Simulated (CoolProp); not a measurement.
A closed Brayton cycle with nitrogen: compressor inlet 317.15 K and 4.9 MPa, high pressure 16.8 MPa, turbine inlet 780 K, compressor efficiency 0.89, turbine efficiency 0.9, recuperator effectiveness 0.8 (on enthalpy, no pinch check). Each further row changes one setting.

Computed with CoolProp (reference Helmholtz-energy equation of state, Span 2000).

```json
[
 {"case": "as stated", "thermal efficiency (%)": "25.6", "net work (kJ/kg)": "65.1", "compressor to turbine work": "0.71", "compressor exit (K)": "469.7", "turbine exit (K)": "579.5"},
 {"case": "turbine inlet 730 K", "thermal efficiency (%)": "(withheld)", "net work (kJ/kg)": "50.3", "compressor to turbine work": "0.76", "compressor exit (K)": "469.7", "turbine exit (K)": "(withheld)"},
 {"case": "compressor inlet 327.15 K", "thermal efficiency (%)": "(withheld)", "net work (kJ/kg)": "(withheld)", "compressor to turbine work": "(withheld)", "compressor exit (K)": "(withheld)", "turbine exit (K)": "579.5"},
 {"case": "high pressure 14.3 MPa", "thermal efficiency (%)": "26.9", "net work (kJ/kg)": "(withheld)", "compressor to turbine work": "0.68", "compressor exit (K)": "(withheld)", "turbine exit (K)": "602.5"},
 {"case": "recuperator effectiveness 0.5", "thermal efficiency (%)": "22.4", "net work (kJ/kg)": "65.1", "compressor to turbine work": "0.71", "compressor exit (K)": "469.7", "turbine exit (K)": "579.5"}
]
```

Problem. Some entries are withheld; supply them.

Solution. 
- turbine inlet 730 K, thermal efficiency (%): 21.7
- turbine inlet 730 K, turbine exit (K): 540.6
- compressor inlet 327.15 K, thermal efficiency (%): 23.8
- compressor inlet 327.15 K, net work (kJ/kg): 59.7
- compressor inlet 327.15 K, compressor to turbine work: 0.74
- compressor inlet 327.15 K, compressor exit (K): 484.2
- high pressure 14.3 MPa, net work (kJ/kg): 64.2
- high pressure 14.3 MPa, compressor exit (K): 446.6
